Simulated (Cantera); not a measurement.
A closed system holds: 1 mol Cr, 2.5 mol N2O, 140 mol H2, equilibrated at 2.20 mbar.

These are equilibrium values from Cantera (NASA tables, ideal gas, pure condensed phases), not measurements of a reactor. Candidate condensed phases: Cr, CrN, Cr2N, Cr2O3, H2O; 29 gas species. Equilibrium is a limit: real reactors are often held back by kinetics, nucleation or transport.

Question: Which condensed phases are stable at each of these points (T (°C)): 1350, 1425, 1500, 1575, 1650, 1725, 1800?

Answer: 
```tsv
T (°C)	condensed phases	Cr condensed (%)
1350	Cr2O3(s)	92.9
1425	Cr2O3(s)	69.7
1500	Cr2O3(s)	15.2
1575	gas only	0.0
1650	gas only	0.0
1725	gas only	0.0
1800	gas only	0.0
```

From 1350 °C to 1500 °C the condensed part is Cr2O3(s). From 1575 °C to 1800 °C nothing is condensed.
